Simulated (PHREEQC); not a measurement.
A made-up water analysis in mmol/kgw, 25 °C, pH 7.7, pe 2.6:

```csv
constituent,mmol/kgw
Na,1.51
K,1.8
Ca,1.13
Mg,0.335
Cl,4.42
S(6),0.531
Alkalinity (meq/kgw),1.08
Si,0.0236
Fe(2),0.1
```

Valence states are taken as typed.

Model: ion-association model, wateq4f.dat, run in PHREEQC.

No solid was allowed to form.

Problem. What charge-balance error does the model give?

Solution. charge-balance error -1.0 %.

Problem. In which forms is S present?

Solution. SO4-2 86 %, CaSO4 8.8 %, MgSO4 3.1 %, KSO4- 0.7 %, FeSO4 0.6 % of the S.

Examples of supersaturated solids here: Siderite. Others may be too.
